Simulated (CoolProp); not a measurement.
Properties of CH3F (R41) along the isotherm 425 K.

Model: reference Helmholtz-energy equation of state, Lemmon 2006, in CoolProp. It is a short technical equation, of lower accuracy than the large ones.

| p (kPa) | phase | Z | cp (kJ/(kg K)) | cv (kJ/(kg K)) | speed of sound (m/s) | Joule-Thomson coefficient (K/MPa) | isothermal compressibility (1/MPa) |
|---|---|---|---|---|---|---|---|
| 3690 | gas | 0.9089 | 1.538 | 1.154 | 338.4 | 6.283 | 0.2977 |
| 7380 | supercritical | 0.8222 | 1.791 | 1.203 | 325.1 | (withheld) | 0.1629 |
| 11100 | supercritical | 0.7441 | 2.106 | 1.248 | 318.7 | 4.829 | 0.1157 |
| 14800 | supercritical | (withheld) | 2.413 | 1.281 | 323.1 | 3.869 | 0.08658 |
| 18500 | supercritical | 0.6498 | (withheld) | 1.299 | 341.5 | 2.910 | 0.06246 |
| 22100 | supercritical | 0.6422 | 2.614 | (withheld) | 371.2 | (withheld) | 0.04385 |
| 25800 | supercritical | 0.6542 | 2.548 | 1.306 | (withheld) | 1.535 | (withheld) |
| 29500 | supercritical | 0.6784 | 2.465 | 1.306 | 446.5 | 1.123 | (withheld) |

**Question.** Complete the blanks.

**Answer.** 
- 7380, Joule-Thomson coefficient (K/MPa): 5.655
- 14800, Z: 0.6841
- 18500, cp (kJ/(kg K)): 2.594
- 22100, cv (kJ/(kg K)): 1.305
- 22100, Joule-Thomson coefficient (K/MPa): 2.128
- 25800, speed of sound (m/s): 408.1
- 25800, isothermal compressibility (1/MPa): 0.03083
- 29500, isothermal compressibility (1/MPa): 0.02260
